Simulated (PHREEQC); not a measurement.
A solution holds 0.068 mol KBr, 0.0022 mol NaCl and 0.0025 mol Fe2(SO4)3 per kg of water, at 20 °C. Closed to the air; pH follows from the charge balance.

Equilibrium calculation in PHREEQC: ion-association model, phreeqc.dat.

Each row changes one thing in this solution. This is a speciation only: nothing precipitates in the calculation.

| case | pH | ionic strength (mol/kgw) |
|---|---|---|
| as made | 2.85 | 0.0883 |
| Fe2(SO4)3 left out | 7.07 | 0.0702 |
| temperature from 20 to 90 °C | 2.59 | 0.0874 |
| NaCl from 0.0022 to 0.00242 mol/kgw | 2.85 | 0.0885 |
| NaCl left out | 2.85 | 0.0860 |

Complexes and solids missing from the database can't appear. Some of these states are supersaturated (in Jarosite-K, Hematite (slow to form), for instance). At this temperature some constants are extrapolated from 25 °C, and those without enthalpy data are left unchanged.
